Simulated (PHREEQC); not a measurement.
Model water analysis in mg/kgw, 25 °C, pH 6.64: Na 6290; K 530; Ca 605; Mg 558; Cl 12200; S(6) as SO4 661; Alkalinity as HCO3 275.

Valence states are taken as typed.

All values are PHREEQC results (Pitzer model, pitzer.dat), not measurements.

The ionic strength comes out as 0.408 mol/kgw. What activity coefficients do Na+, SO4-2, Mg+2, CO3-2, HCO3- get?

Na+ 0.72, SO4-2 0.12, Mg+2 0.27, CO3-2 0.13, HCO3- 0.70. Single-ion values are on the MacInnes scale.

This is a speciation only: nothing precipitates in the calculation. Complexes and solids missing from the database can't appear.
